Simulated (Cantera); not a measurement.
A closed system holds: 1 mol Si, a varied amount of HCl, at 975 K and 0.100 bar.

These are equilibrium values from Cantera (NASA tables, ideal gas, pure condensed phases), not measurements of a reactor. Candidate condensed phases: Si; 19 gas species. Rates play no part.

**Question.** Which condensed phases are stable at each of these points (n(HCl) (mol)): 2.1, 2.6, 3.3, 4.2, 5.4, 6.8, 8.7, 11, 14, 18?

**Answer.** 
```json
[
 {"n(HCl) (mol)": "2.1", "condensed phases": "Si(s)", "Si condensed (%)": "45.7"},
 {"n(HCl) (mol)": "2.6", "condensed phases": "Si(s)", "Si condensed (%)": "32.7"},
 {"n(HCl) (mol)": "3.3", "condensed phases": "Si(s)", "Si condensed (%)": "14.6"},
 {"n(HCl) (mol)": "4.2", "condensed phases": "gas only", "Si condensed (%)": "0.0"},
 {"n(HCl) (mol)": "5.4", "condensed phases": "gas only", "Si condensed (%)": "0.0"},
 {"n(HCl) (mol)": "6.8", "condensed phases": "gas only", "Si condensed (%)": "0.0"},
 {"n(HCl) (mol)": "8.7", "condensed phases": "gas only", "Si condensed (%)": "0.0"},
 {"n(HCl) (mol)": "11", "condensed phases": "gas only", "Si condensed (%)": "0.0"},
 {"n(HCl) (mol)": "14", "condensed phases": "gas only", "Si condensed (%)": "0.0"},
 {"n(HCl) (mol)": "18", "condensed phases": "gas only", "Si condensed (%)": "0.0"}
]
```

From 2.1 mol HCl to 3.3 mol HCl the condensed part is Si(s). From 4.2 mol HCl to 18 mol HCl nothing is condensed.
